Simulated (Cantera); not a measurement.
A closed system holds: 1 mol PbO, 1.6 mol CO, 13 mol H2, at 773 K and 44.0 Pa.

Method: chemical equilibrium by Gibbs-energy minimisation in Cantera with the NASA 1993 tables (ideal gas, pure condensed phases). Candidate condensed phases: C, C6H6, C7H8, C8H18, H2O, Pb, PbO, PbO2, Pb3O4; 113 gas species. Rates play no part.

Base state: H2 0.845, CO 0.0861, H2O 0.0450, CO2 0.0235, Pb 5.25e-5, CH4 2.26e-5 (mole fractions); condensed: Pb(l).

What changes in the equilibrium state with this change: PbO replaced by Pb?


| species | before | after |
|---|---|---|
| H2 | 0.845 | 0.890 |
| CO | 0.0861 | 0.106 |
| H2O | 0.0450 | 0.00197 |
| CO2 | 0.0235 | 0.00120 |
| Pb | 5.25e-5 | 5.25e-5 |
| CH4 | 2.26e-5 | 0.000739 |
| Pb(l), mol | 0.999 | 0.999 |
| C(graphite), mol | 0 | 0.0354 |
